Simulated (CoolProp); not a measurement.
Vapour-liquid equilibrium of propylene (1) + dimethyl ether (2) at 22.2 kPa; x and y are mole fractions of (1).

Model: multi-fluid Helmholtz-energy mixture model, Lemmon 2013 and Wu 2011; pair parameters Bell 2016, in CoolProp.

```tsv
x	bubble temperature, mixture model (K)	bubble temperature, Raoult's law (K)	y, mixture model	y, Raoult's law
0.05	215.7	216.5	0.186	0.148
0.15	211.5	213.2	[?]	0.377
0.25	[?]	210.3	0.589	0.540
0.35	205.8	207.9	0.691	0.661
0.45	203.8	205.7	0.765	0.752
0.55	202.2	203.7	0.821	0.823
0.65	200.8	201.9	0.867	0.878
0.75	[?]	200.3	0.907	0.922
0.85	198.5	198.9	0.944	0.958
0.95	197.4	197.6	0.981	0.987
```

Problem. What belongs in the gaps?

Solution. 
- 0.15, y, mixture model: 0.435
- 0.25, bubble temperature, mixture model (K): 208.3
- 0.75, bubble temperature, mixture model (K): 199.6

The largest gap from Raoult's law is -2.1 K in bubble temperature, at x = 0.35. No azeotrope shows between x = 0.05 and 0.95.

Pair parameters are fitted to limited data, so mixtures are less certain than the pure fluids.
